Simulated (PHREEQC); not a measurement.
## Buffer

Solution (25 °C): 0.084 mol NaHCO3, 0.049 mol NaOH and 0.00012 mol KCl per kg of water. Closed to the air; pH follows from the charge balance.

The numbers come from PHREEQC with the ion-association model, wateq4f.dat.

This is a speciation only: nothing precipitates in the calculation.

Problem. Predict the pH.

Solution. pH 9.91.

Problem. In which forms is C present?

Solution. HCO3- 40 %, CO3-2 34 %, NaCO3- 24 %, NaHCO3 1.4 % of the C.
